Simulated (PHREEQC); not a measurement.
CaCl2 is added in steps, without added water, to 1 kg of water holding 9.8 mmol/kgw NH3, 61 mmol/kgw K2SO4 and 0.013 mmol/kgw CO2, at 25 °C. Oxygen alone is held at its pressure in air (log pO2 = -0.68). The system is closed to CO2. The run lets Calcite, Gypsum, Sylvite precipitate or redissolve, and no other solid.

Base run: PHREEQC, ion-association model, phreeqc.dat. Each further column changes one thing. The table gives pH.

| CaCl2 added (mol) | base | Debye-Hückel limiting law | metal-ligand complexes left out | all activity coefficients set to 1 | database wateq4f.dat |
|---|---|---|---|---|---|
| 0 | 10.64 | 10.59 | 10.65 | 10.75 | 10.63 |
| 0.02312 | 10.63 | 10.57 | 10.63 | 10.72 | 10.61 |
| 0.05781 | 10.60 | 10.56 | 10.61 | 10.67 | 10.58 |
| 0.08094 | 10.59 | 10.55 | 10.59 | 10.62 | 10.56 |
| 0.1156 | 10.57 | 10.54 | 10.57 | 10.56 | 10.53 |
| 0.1388 | 10.56 | 10.53 | 10.56 | 10.53 | 10.51 |
| 0.1734 | 10.55 | 10.53 | 10.55 | 10.50 | 10.49 |
| 0.1966 | 10.55 | 10.52 | 10.55 | 10.48 | 10.47 |
| 0.2313 | 10.54 | 10.52 | 10.54 | 10.45 | 10.45 |
| 0.2544 | 10.54 | 10.52 | 10.54 | 10.44 | 10.43 |
| 0.2891 | 10.53 | 10.51 | 10.53 | 10.42 | 10.41 |
| 0.3122 | 10.53 | 10.51 | 10.53 | 10.41 | 10.40 |
| 0.3469 | 10.53 | 10.51 | 10.53 | 10.39 | 10.38 |
| 0.37 | 10.52 | 10.50 | 10.52 | 10.38 | 10.36 |

The ionic strength passes 0.7 mol/kgw, the rough limit of the ion-association models, in part of: base; Debye-Hückel limiting law; metal-ligand complexes left out; all activity coefficients set to 1; database wateq4f.dat. phreeqc.dat and wateq4f.dat share most of their constants, so their agreement is no independent check. Solids allowed in the column 'database wateq4f.dat': Calcite, Gypsum, Portlandite.
